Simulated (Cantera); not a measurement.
**Premixed flame**

A freely propagating, adiabatic, planar premixed flame of 21.4 % H2, 13.5 % O2, 62.1 % N2, 2.99 % H2O, equivalence ratio 0.79, unburnt at 500 K and 0.133 bar; mixture-averaged transport, grid criteria slope 0.08 and curve 0.16, no radiation.

Model: the H2/O2 subset of GRI-Mech 3.0, which has no nitrogen chemistry, integrated in Cantera. Burning velocities carry a grid error of a few per cent, more on coarse grids.

```tsv
z (mm)	T (K)	u (m/s)	x H2	x O2	x H2O	x O	x H	x HO2
-18.6	500	2.97	0.214	0.135	0.0299	<1e-8	<1e-8	<1e-8
-12.4	500	2.97	0.214	0.135	0.0299	<1e-8	<1e-8	<1e-8
-9.28	500	2.97	0.214	0.135	0.0299	<1e-8	<1e-8	<1e-8
-6.19	500	2.97	0.214	0.135	0.0299	<1e-8	<1e-8	8.81e-8
-3.09	506	3.00	0.211	0.135	0.0303	3.22e-6	6.25e-5	6.87e-5
-1.55	650	3.79	0.188	0.132	0.0431	0.000108	0.00364	5.09e-5
0	1012	5.73	0.102	0.102	0.112	0.00377	0.0292	1.91e-5
1.55	1277	7.15	0.0330	0.0566	0.192	0.0100	0.0450	8.55e-6
3.09	1399	7.78	0.0241	0.0474	0.208	0.0109	0.0396	6.12e-6
6.19	1528	8.43	0.0228	0.0438	0.217	0.00987	0.0296	4.68e-6
12.4	1659	9.08	0.0205	0.0406	0.227	0.00808	0.0199	3.53e-6
24.7	1782	9.66	0.0166	0.0377	0.237	0.00592	0.0118	2.57e-6
49.5	1886	10.1	0.0119	0.0352	0.247	0.00385	0.00605	1.79e-6
```
x: mole fraction of selected species; z is measured from the peak of heat release.

| Property | Result |
|---|---|
| laminar burning velocity | 297 cm/s |
| thermal thickness | 6.19 mm |
| peak x(O) | 0.0109 |
| peak x(H) | 0.0451 |
| peak x(HO2) | 7.97e-5 |
| grid points | 131 |
